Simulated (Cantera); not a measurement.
Input (Python, Cantera) and output of one run.

```python
import numpy as np
import cantera as ct

gas_names = [...]  # 58 gases of nasa_gas.yaml made of F, H, N, O, Si
cond_names = """
    H2O(s) H2O(L) Si(cr) Si(L) SiO2(Lqz) SiO2(hqz) SiO2(L) Si2N2O(s) Si3N4(a)
""".split()


# ... load() reads the species with a 1 bar reference pressure and builds the phases ...
atoms = {
    'SiF4': {'Si': 1, 'F': 4},
    'N2O': {'N': 2, 'O': 1},
    'H2': {'H': 2},
}
top_T = {'Si2N2O(s)': 2100, 'Si3N4(a)': 2400}  # K; cautious upper limits of use, not melting points


# ... equilibrate(T, P, feed) seeds the gas with the atoms and calls Mixture.equilibrate('TP', solver="vcs", rtol=1e-11, max_steps=5000) ...
results = []
feed = {'SiF4': 1, 'N2O': 1.3, 'H2': 62}  # mol
P = 2200  # Pa
for T in [700, 775, 850, 925, 1000, 1075, 1150, 1225, 1300]:
    mix = equilibrate(T, P, feed)
    results.append((T, P, feed, dict(zip(mix.species_names, mix.species_moles))))
    x = sorted(zip(gas.X, gas.species_names), reverse=True)
    print(f"T = {T:g} K  P = {P:g} Pa  gas = {mix.phase_moles(0):.4g} mol")
    print("   x: " + "  ".join(f"{s} {v:.3e}" for v, s in x if v > 0.001))
    print("   condensed (mol): " + ("  ".join(f"{mix.phase(i).name} {mix.phase_moles(i):.4g}"
          for i in range(1, mix.n_phases) if mix.phase_moles(i) > 1e-12) or "none"))
```

Output:

```
T = 700 K  P = 2200 Pa  gas = 64.56 mol
   x: H2 9.402e-01  N2 2.012e-02  HF 1.621e-02  H2O 1.203e-02  SiF4 1.144e-02
   condensed (mol): SiO2(Lqz) 0.2616
T = 775 K  P = 2200 Pa  gas = 64.65 mol
   x: H2 9.389e-01  HF 2.145e-02  N2 2.010e-02  SiF4 1.011e-02  H2O 9.384e-03
   condensed (mol): SiO2(Lqz) 0.3467
T = 850 K  P = 2200 Pa  gas = 64.72 mol
   x: H2 9.379e-01  HF 2.599e-02  N2 2.008e-02  SiF4 8.953e-03  H2O 7.090e-03
   condensed (mol): SiO2(hqz) 0.4206
T = 925 K  P = 2200 Pa  gas = 64.78 mol
   x: H2 9.370e-01  HF 2.963e-02  N2 2.007e-02  SiF4 8.030e-03  H2O 5.254e-03
   condensed (mol): SiO2(hqz) 0.4798
T = 1000 K  P = 2200 Pa  gas = 64.82 mol
   x: H2 9.364e-01  HF 3.236e-02  N2 2.005e-02  SiF4 7.337e-03  H2O 3.876e-03
   condensed (mol): SiO2(hqz) 0.5244
T = 1075 K  P = 2200 Pa  gas = 64.86 mol
   x: H2 9.359e-01  HF 3.434e-02  N2 2.004e-02  SiF4 6.832e-03  H2O 2.874e-03
   condensed (mol): SiO2(hqz) 0.5568
T = 1150 K  P = 2200 Pa  gas = 64.88 mol
   x: H2 9.356e-01  HF 3.577e-02  N2 2.004e-02  SiF4 6.469e-03  H2O 2.156e-03
   condensed (mol): SiO2(hqz) 0.5801
T = 1225 K  P = 2200 Pa  gas = 64.9 mol
   x: H2 9.353e-01  HF 3.679e-02  N2 2.003e-02  SiF4 6.204e-03  H2O 1.644e-03
   condensed (mol): SiO2(hqz) 0.5967
T = 1300 K  P = 2200 Pa  gas = 64.91 mol
   x: H2 9.351e-01  HF 3.753e-02  N2 2.003e-02  SiF4 6.002e-03  H2O 1.278e-03
   condensed (mol): SiO2(hqz) 0.6085
```

Cantera equilibrium calculation (NASA polynomials, part measured and part estimated; ideal gas, pure solids and liquids). The tables' values for SiF3 are old estimates; treat these amounts as uncertain. The tables hold silica as quartz up to 1696 K and as liquid above; real silica turns to tridymite and cristobalite and melts near 1996 K.
